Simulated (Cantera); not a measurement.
Feed: 1 mol S, 2.3 mol H2, 17 mol N2, held at 555 Torr.

These are equilibrium values from Cantera (NASA tables, ideal gas, pure condensed phases), not measurements of a reactor. Candidate condensed phases: S; 15 gas species. Equilibrium is a limit: real reactors are often held back by kinetics, nucleation or transport.

### Question
At 2375 K, list the 5 most abundant gas species with their mole fractions, and the condensed phases.

### Answer
N2 0.856, H2 0.107, S2 0.0184, SH 0.00638, H 0.00536. Condensed: gas only.
